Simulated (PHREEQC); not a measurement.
Solution (22 °C and 300 atm): 0.0088 mol NaCl, 0.21 mol FeCl2 and 9.6e-06 mol H4SiO4 per kg of water. Closed to the air; pH follows from the charge balance.

Model: ion-association model, phreeqc.dat, run in PHREEQC.

Each row changes one thing in this solution. Precipitation was switched off in this run.

```json
[
 {"case": "as made", "pH": "5.45", "ionic strength (mol/kgw)": "0.594", "Cl- (mol/kgw)": "0.407", "Fe+2 (mol/kgw)": "0.188", "FeCl+ (mol/kgw)": "0.0222", "FeOH+ (mol/kgw)": "4.68e-6", "SI of Quartz (SiO2)": "-0.95"},
 {"case": "H4SiO4 replaced by H2SiF6 at the same molality", "pH": "4.36", "ionic strength (mol/kgw)": "0.594", "Cl- (mol/kgw)": "0.407", "Fe+2 (mol/kgw)": "0.188", "FeCl+ (mol/kgw)": "0.0222", "FeOH+ (mol/kgw)": "3.86e-7", "SI of Quartz (SiO2)": "-0.95"},
 {"case": "diluted 5-fold with water", "pH": "5.70", "ionic strength (mol/kgw)": "0.124", "Cl- (mol/kgw)": "0.0840", "Fe+2 (mol/kgw)": "0.0403", "FeCl+ (mol/kgw)": "0.00173", "FeOH+ (mol/kgw)": "2.45e-6", "SI of Quartz (SiO2)": "-1.71"},
 {"case": "FeCl2 from 0.21 to 0.105 mol/kgw", "pH": "5.55", "ionic strength (mol/kgw)": "0.308", "Cl- (mol/kgw)": "0.211", "Fe+2 (mol/kgw)": "0.0973", "FeCl+ (mol/kgw)": "0.00775", "FeOH+ (mol/kgw)": "3.54e-6", "SI of Quartz (SiO2)": "-0.99"},
 {"case": "0.0056 mol/kgw ZnBr2 added", "pH": "5.35", "ionic strength (mol/kgw)": "0.609", "Cl- (mol/kgw)": "0.405", "Fe+2 (mol/kgw)": "0.188", "FeCl+ (mol/kgw)": "0.0220", "FeOH+ (mol/kgw)": "3.75e-6", "SI of Quartz (SiO2)": "-0.95"}
]
```

Species that the database lacks are ignored. Under pressure, the constants of complexes without a molar volume in the database are unreliable.
